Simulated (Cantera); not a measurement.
Cantera run, input and output.

```python
import numpy as np
import cantera as ct

gas = ct.Solution("gri30.yaml")
gas.TPX = 1475, 140000, {'CO': 0.063, 'O2': 0.01, 'H2O': 0.021, 'N2': 1}
inlet = ct.Reservoir(gas, clone=True)

reactor = ct.IdealGasConstPressureReactor(gas, energy="off", clone=False)
exhaust = ct.Reservoir(gas, clone=True)
tau = [4.5, 0.82, 0.15, 0.027, 0.0049, 0.00088, 0.00016][0]
for a, b in ((inlet, reactor), (reactor, exhaust)):
    ct.MassFlowController(a, b, mdot=lambda t: reactor.mass / tau)
net = ct.ReactorNet([reactor])
show = ['CO', 'O2', 'H2O', 'H2O2', 'O', 'HO2']

rows = []
print(f"{'tau/s':>10s}{'T/K':>9s}" + "".join(f"{s:>11s}" for s in show))
for tau in [4.5, 0.82, 0.15, 0.027, 0.0049, 0.00088, 0.00016]:
    net.initial_time = 0.0
    net.advance(30 * tau)
    before = gas.X
    net.advance(40 * tau)
    drift = np.max(np.abs(gas.X - before) / (gas.X + 1e-9))
    rows.append([gas.T, *gas[show].X, drift])
    print(f"{tau:10.3e}{gas.T:9.1f}" + "".join(f"{x:11.3e}" for x in gas[show].X))
```

Output:

```
     tau/s      T/K         CO         O2        H2O       H2O2          O        HO2
 4.500e+00   1475.0  3.299e-02  3.315e-06  1.269e-02  5.782e-11  6.514e-08  1.161e-09
 8.200e-01   1475.0  3.302e-02  7.990e-06  1.270e-02  2.856e-10  3.615e-07  3.115e-09
 1.500e-01   1475.0  3.308e-02  1.993e-05  1.272e-02  1.343e-09  2.028e-06  8.191e-09
 2.700e-02   1475.0  3.324e-02  5.498e-05  1.278e-02  5.814e-09  1.188e-05  2.319e-08
 4.900e-03   1475.0  3.374e-02  1.859e-04  1.288e-02  2.190e-08  7.090e-05  7.884e-08
 8.800e-04   1475.0  3.592e-02  8.600e-04  1.325e-02  6.904e-08  3.893e-04  3.575e-07
 1.600e-04   1475.0  4.472e-02  3.894e-03  1.518e-02  1.354e-07  1.097e-03  1.536e-06
```

Computed with Cantera and GRI-Mech 3.0 (53 species, 325 reactions).
